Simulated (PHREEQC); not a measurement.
Consider water at 65 °C with 0.23 mol/kgw CuSO4, 0.00041 mol/kgw HNO3 and 0.032 mol/kgw KCl. Closed to the air; pH follows from the charge balance.

The numbers come from PHREEQC with the ion-association model, phreeqc.dat.

```json
{
 "pH": "3.96",
 "ionic_strength": "0.454 mol/kgw",
 "activity_of_water": "0.993",
 "specific_conductance": "34700 µS/cm",
 "density": "1.017 g/cm³",
 "total_alkalinity": "-0.410 meq/kg"
}
```

```
species     molality  activity   log γ
----------  --------  --------  ------
CuSO4          0.117     0.130   0.045
SO4-2          0.106    0.0204  -0.717
Cu+2           0.104    0.0244  -0.631
K+            0.0257    0.0162  -0.201
Cl-           0.0233    0.0148  -0.197
CuCl+        0.00857   0.00547  -0.195
KSO4-        0.00631   0.00429  -0.167
HSO4-       0.000820  0.000584  -0.147
NO3-        0.000410  0.000246  -0.222
Cu2(OH)2+2  0.000275   7.11e-5  -0.588
H+          0.000145  0.000109  -0.123
CuCl2        5.74e-5   6.37e-5   0.045
CuOH+        3.47e-6   2.21e-6  -0.195
Cu(OH)2      3.79e-8   4.21e-8   0.045
CuCl3-       9.82e-9   6.26e-9  -0.195
OH-          1.84e-9   1.14e-9  -0.208
```

No solid was allowed to form. Complexes and solids missing from the database can't appear. Away from 25 °C the constants follow the database's enthalpies or fits; those with neither stay at their 25 °C values.
